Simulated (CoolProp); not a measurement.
Vapour-liquid equilibrium of octamethyltrisiloxane (MDM) (1) + octamethylcyclotetrasiloxane (D4) (2) at 404.9 K; x and y are mole fractions of (1).

Values from CoolProp's multi-fluid Helmholtz-energy mixture model, Thol 2017 and Thol 2015; pair parameters Bell 2016.

| x | bubble pressure (kPa) | y at the bubble point | dew pressure at overall composition x (kPa) | liquid density (mol/L) |
|---|---|---|---|---|
| 0.05 | 29.89 | 0.099 | 29.07 | 2.786 |
| 0.15 | 32.93 | 0.264 | 30.77 | 2.803 |
| 0.25 | 35.82 | 0.398 | 32.66 | 2.821 |
| 0.35 | 38.61 | 0.512 | 34.74 | 2.839 |
| 0.45 | 41.36 | 0.611 | 37.05 | 2.857 |
| 0.55 | 44.11 | 0.700 | 39.63 | 2.876 |
| 0.65 | 46.87 | 0.779 | 42.53 | 2.895 |
| 0.75 | 49.68 | 0.851 | 45.83 | 2.914 |
| 0.85 | 52.52 | 0.915 | 49.65 | 2.933 |
| 0.95 | 55.41 | 0.973 | 54.20 | 2.952 |

No azeotrope shows between x = 0.05 and 0.95.

The pair parameters rest on a limited set of measurements; away from them the model extrapolates.
